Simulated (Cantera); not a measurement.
**Thermodynamics of boron, boron nitride and boron oxide, feed borazine + H2**

Input: 1 mol borazine, 1.4 mol H2, equilibrated at 27.0 Pa.

Method: chemical equilibrium by Gibbs-energy minimisation in Cantera with the NASA 1993 tables (ideal gas, pure condensed phases). Candidate condensed phases: B, BN; 15 gas species. The feed counts by its element totals alone. Mutual solubility and eutectic melting of coexisting phases are not modelled. The tables' values for BH2 are old estimates; treat these amounts as uncertain. Rates play no part.

From 1000 K to 1500 K the condensed part is BN(s). From 1600 K to 1900 K the condensed part is B(s) + BN(s).

```tsv
T (K)	log p H2	log p N2	log p H	log p BH2	log p B	log p BH	log p BN	n BN(s)	n B(s)
1000	-3.57	-13.70	-10.43	-13.61	<-15	<-15	<-15	3.00	0
1100	-3.57	-12.37	-9.37	-12.15	<-15	<-15	<-15	3.00	0
1200	-3.57	-11.23	-8.49	-10.96	<-15	<-15	<-15	3.00	0
1300	-3.57	-10.25	-7.74	-9.96	-15.05	-14.76	<-15	3.00	0
1400	-3.57	-9.40	-7.10	-9.11	-13.15	-13.21	<-15	3.00	0
1500	-3.57	-8.26	-6.54	-8.57	-11.71	-12.08	-15.05	3.00	0
1600	-3.57	-7.18	-6.05	-8.15	-10.50	-11.13	-13.48	3.00	0.00205
1700	-3.57	-6.22	-5.62	-7.79	-9.43	-10.30	-12.10	2.98	0.0195
1800	-3.59	-5.37	-5.24	-7.47	-8.48	-9.56	-10.88	2.86	0.142
1900	-3.63	-4.61	-4.92	-7.22	-7.64	-8.92	-9.78	2.10	0.897
```
log p: log10 of the partial pressure in bar; n: condensed amount in mol.
